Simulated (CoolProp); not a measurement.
Vapour pressure (kPa) of R1233zd(E): the reference equation beside estimates from Tc = 438.9 K, pc = 3583 kPa, ω = 0.304. Clausius-Clapeyron is anchored at 286.1 K with a constant enthalpy of vaporisation of 25.68 kJ/mol.

The numbers come from the reference Helmholtz-energy equation of state, Akasaka 2022 in CoolProp.

| T (K) | reference | Lee-Kesler | Clausius-Clapeyron | van der Waals | Redlich-Kwong | Soave-Redlich-Kwong | Peng-Robinson |
|---|---|---|---|---|---|---|---|
| 286.1 | 83.02 | 82.05 | 83.02 | 494.5 | 166.7 | 82.21 | 82.85 |
| 299.8 | 138.2 | 137.6 | 136.0 | 633.4 | 254.1 | 137.6 | 137.7 |
| 313.4 | 217.8 | 218.2 | 212.6 | 794.6 | 370.0 | 218.0 | 216.9 |
| 327.1 | 329.9 | 331.6 | 321.3 | 981.8 | 520.7 | 331.6 | 328.7 |
| 340.8 | 481.4 | 484.7 | 469.6 | 1195 | 710.4 | 485.8 | 480.2 |
| 354.5 | 680.5 | 685.2 | 666.5 | 1436 | 943.5 | 688.9 | 679.9 |
| 368.2 | 936.1 | 941.4 | 921.7 | 1705 | 1224 | 949.8 | 936.9 |
| 381.8 | 1255 | 1260 | 1243 | 2002 | 1555 | 1275 | 1259 |
| 395.5 | 1653 | 1657 | 1645 | 2331 | 1943 | 1679 | 1660 |
| 409.2 | 2140 | 2142 | 2136 | 2692 | 2391 | 2171 | 2151 |
| 422.9 | 2731 | 2733 | 2728 | 3084 | 2903 | 2759 | 2745 |

Absolute difference from the reference over all 11 rows, mean and median: Lee-Kesler 0.5 and 0.4 %, Clausius-Clapeyron 1.3 and 1.5 %, van der Waals 163.4 and 111.0 %, Redlich-Kwong 44.4 and 38.6 %, Soave-Redlich-Kwong 1.0 and 1.0 %, Peng-Robinson 0.3 and 0.4 %.
